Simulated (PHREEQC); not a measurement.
## Hard or scaling water: speciation

Solution (64 °C): 0.029 mol MgCl2, 5.4e-05 mol CO2 and 0.044 mol KCl per kg of water. Closed to the air; pH follows from the charge balance.

Model: Pitzer model, pitzer.dat, run in PHREEQC.

No solid was allowed to form.

**Question.** What pH, osmotic coefficient, specific conductance does the model give?

**Answer.** pH 5.28; osmotic coefficient 0.889; specific conductance 22000 µS/cm.

**Question.** In which forms is C present?

**Answer.** CO2 88 %, HCO3- 12 % of the C.

Constants without temperature data keep their 25 °C values here.
